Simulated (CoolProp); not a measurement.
Vapour-liquid equilibrium of R143a (1) + isobutane (2) at 0.605 bar; x and y are mole fractions of (1).

Values from CoolProp's multi-fluid Helmholtz-energy mixture model, Lemmon and Jacobsen 2000 and Bücker 2006; pair parameters Bell 2016.

| x | bubble temperature (°C) | y at the bubble point | dew temperature at overall composition x (°C) | liquid density (mol/L) |
|---|---|---|---|---|
| 0.05 | -38.3 | 0.499 | -25.3 | 10.80 |
| 0.2 | -52.1 | 0.782 | -29.0 | 11.36 |
| 0.35 | -54.9 | 0.826 | -33.3 | 11.78 |
| 0.5 | -55.8 | 0.841 | -38.4 | 12.21 |
| 0.65 | -56.3 | 0.854 | -44.7 | 12.70 |
| 0.8 | -57.0 | 0.883 | -53.3 | 13.28 |
| 0.95 | -57.5 | 0.955 | -57.5 | 13.96 |

No azeotrope shows between x = 0.05 and 0.95.

The pair parameters rest on a limited set of measurements; away from them the model extrapolates. With so large a gap from Raoult's law the liquid may split in two, which this calculation doesn't test in full.
